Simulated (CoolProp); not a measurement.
Properties of sulfur hexafluoride along the isotherm 29.25 °C.

Computed with CoolProp (reference Helmholtz-energy equation of state, Guder 2009).

```
p (MPa)   phase  cv (kJ/(kg K))  speed of sound (m/s)  Joule-Thomson coefficient (K/MPa)  isothermal compressibility (1/MPa)  viscosity (µPa s)
-------  ------  --------------  --------------------  ---------------------------------  ----------------------------------  -----------------
0.119       gas          0.6161                 135.7                              8.990                               8.513               15.4
0.179       gas          0.6169                 135.0                              9.066                               5.698               15.4
0.27        gas          0.6182                 133.9                              9.186                               3.818               15.4
0.408       gas          0.6203                 132.1                              9.377                               2.570               15.5
0.615       gas          0.6237                 129.4                              9.689                               1.753               15.5
0.928       gas          0.6296                 124.9                              10.23                               1.220               15.7
1.4         gas          0.6408                 117.5                              11.24                              0.8886                  ?
2.11        gas          0.6675                 103.3                                  ?                              0.7526               16.9
3.19     liquid          0.6849                 198.9                              1.184                             0.03694                113
4.81     liquid          0.6746                 240.5                             0.6917                             0.02167                127
7.25     liquid          0.6685                 283.7                             0.3704                             0.01390                143
10.9     liquid          0.6645                 331.2                             0.1413                            0.009266                  ?
16.5     liquid          0.6622                 386.3                           -0.03129                            0.006249                190
24.9     liquid               ?                 449.5                                  ?                            0.004265                225
37.5     liquid          0.6629                 522.6                            -0.2522                            0.002929                274
```

Complete the blanks.


- 1.4, viscosity (µPa s): 16.0
- 2.11, Joule-Thomson coefficient (K/MPa): 13.64
- 10.9, viscosity (µPa s): 164
- 24.9, cv (kJ/(kg K)): 0.6617
- 24.9, Joule-Thomson coefficient (K/MPa): -0.1587

Viscosity comes from a separate model (Quiñones-Cisneros 2012).
